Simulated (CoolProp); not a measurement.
Vapour-liquid equilibrium of R143a (1) + dimethyl ether (2) at 1250 kPa; x and y are mole fractions of (1).

Values from CoolProp's multi-fluid Helmholtz-energy mixture model, Lemmon and Jacobsen 2000 and Wu 2011; pair parameters Bell 2016.

```json
[
 {"x": "0.05", "bubble temperature (K)": "324.6", "y at the bubble point": "0.088", "dew temperature at overall composition x (K)": "325.6", "liquid density (mol/L)": "13.17"},
 {"x": "0.125", "bubble temperature (K)": "321.5", "y at the bubble point": "0.206", "dew temperature at overall composition x (K)": "323.7", "liquid density (mol/L)": "13.02"},
 {"x": "0.2", "bubble temperature (K)": "318.7", "y at the bubble point": "0.311", "dew temperature at overall composition x (K)": "321.7", "liquid density (mol/L)": "12.87"},
 {"x": "0.275", "bubble temperature (K)": "316.0", "y at the bubble point": "0.404", "dew temperature at overall composition x (K)": "319.6", "liquid density (mol/L)": "12.70"},
 {"x": "0.35", "bubble temperature (K)": "313.6", "y at the bubble point": "0.487", "dew temperature at overall composition x (K)": "317.6", "liquid density (mol/L)": "12.54"},
 {"x": "0.425", "bubble temperature (K)": "311.4", "y at the bubble point": "0.563", "dew temperature at overall composition x (K)": "315.4", "liquid density (mol/L)": "12.37"},
 {"x": "0.5", "bubble temperature (K)": "309.2", "y at the bubble point": "0.633", "dew temperature at overall composition x (K)": "313.2", "liquid density (mol/L)": "12.21"},
 {"x": "0.575", "bubble temperature (K)": "307.3", "y at the bubble point": "0.697", "dew temperature at overall composition x (K)": "311.0", "liquid density (mol/L)": "12.04"},
 {"x": "0.65", "bubble temperature (K)": "305.4", "y at the bubble point": "0.757", "dew temperature at overall composition x (K)": "308.7", "liquid density (mol/L)": "11.87"},
 {"x": "0.725", "bubble temperature (K)": "303.6", "y at the bubble point": "0.813", "dew temperature at overall composition x (K)": "306.4", "liquid density (mol/L)": "11.70"},
 {"x": "0.8", "bubble temperature (K)": "302.0", "y at the bubble point": "0.867", "dew temperature at overall composition x (K)": "304.1", "liquid density (mol/L)": "11.53"},
 {"x": "0.875", "bubble temperature (K)": "300.3", "y at the bubble point": "0.918", "dew temperature at overall composition x (K)": "301.7", "liquid density (mol/L)": "11.36"},
 {"x": "0.95", "bubble temperature (K)": "298.8", "y at the bubble point": "0.968", "dew temperature at overall composition x (K)": "299.3", "liquid density (mol/L)": "11.20"}
]
```

No azeotrope shows between x = 0.05 and 0.95.

Pair parameters are fitted to limited data, so mixtures are less certain than the pure fluids.
